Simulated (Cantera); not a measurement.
A perfectly stirred reactor is fed with CH2O : O2 : N2 = 0.013 : 0.0022 : 1 (molar parts), at 5.00 bar; it is held at 1425 K, and followed from long to short residence time.

Model: GRI-Mech 3.0 (53 species, 325 reactions), integrated in Cantera.

One state of this run: x CH2O = 3.70e-6; x O2 = 2.24e-5; x CH2 = 6.10e-10; x HO2 = 3.09e-8; x CH4 = 1.20e-6; x CO = 0.0114; x CO2 = 0.00124. x: mole fraction; the columns are a selection and need not sum to one.

Task: Which value of τ (s) does it belong to?
A. 7.0
B. 2.3
C. 0.0032
D. 0.029

Result: D, 0.029
